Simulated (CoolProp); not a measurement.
Octamethylcyclotetrasiloxane (D4) along the isobar 0.902 MPa: Z from the reference equation and from simpler models built on Tc = 586.5 K, pc = 1.347 MPa, ω = 0.598; each cubic takes its own stable root.

Values from CoolProp's reference Helmholtz-energy equation of state, Thol 2015.

| T (K) | phase | reference |
|---|---|---|
| 456.4 | liquid | 0.09287 |
| 468.8 | liquid | 0.09257 |
| 481.3 | liquid | 0.09250 |
| 493.7 | liquid | 0.09270 |
| 506.1 | liquid | 0.09322 |
| 518.6 | liquid | 0.09415 |
| 531 | liquid | 0.09566 |
| 543.5 | liquid | 0.09810 |
| 555.9 | liquid | 0.1023 |
| 568.3 | gas | 0.6365 |
| 580.8 | gas | 0.6863 |
| 593.2 | gas | 0.7238 |

How far does each simpler model (Soave-Redlich-Kwong, Peng-Robinson) lie from the reference over these 12 states: mean and median of the absolute difference, and the worst?


- Soave-Redlich-Kwong: mean 10.9 %, median 11.1 %, worst +21.9 % at 555.9 K and 0.902 MPa
- Peng-Robinson: mean 2.3 %, median 1.8 %, worst +8.0 % at 555.9 K and 0.902 MPa
